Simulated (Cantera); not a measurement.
Feed: 1 mol Al, 1.1 mol Cl₂, a varied amount of N₂, 1.5 mol HCl, held at 1100 K and 100 Torr.

Method: chemical equilibrium by Gibbs-energy minimisation in Cantera with the NASA 1993 tables (ideal gas, pure condensed phases). Candidate condensed phases: Al, AlCl₃, AlN, NH₄Cl; 20 gas species. Equilibrium is a limit: real reactors are often held back by kinetics, nucleation or transport.

At 21 mol N₂, list the 4 most abundant gas species with their mole fractions, and the condensed phases.

N₂ 0.909, AlCl₃ 0.0433, HCl 0.0303, H₂ 0.0173. Condensed: gas only.
